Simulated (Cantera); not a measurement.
An isothermal, constant-pressure homogeneous reactor starts with 69.0 % N2O, 31.0 % O2, at 1575 K and 1.50 bar.

Model: GRI-Mech 3.0 (53 species, 325 reactions), integrated in Cantera. GRI-Mech 3.0 was tuned for natural gas; its chemistry of N2O as a main component is partial and can be far from experiment. The temperature is held fixed by assumption; the heat of reaction is taken as removed at once.

One state of this run: x N2O = 4.61e-6; x O2 = 0.430; x N2 = 0.456; x NO2 = 0.000850; x O = 5.78e-6; x NO = 0.113. x: mole fraction; the columns are a selection and need not sum to one.

Which value of t (s) does it belong to?
A) 0.000630
B) 2.98
C) 1.68e-5
D) 0.00211

B, 2.98
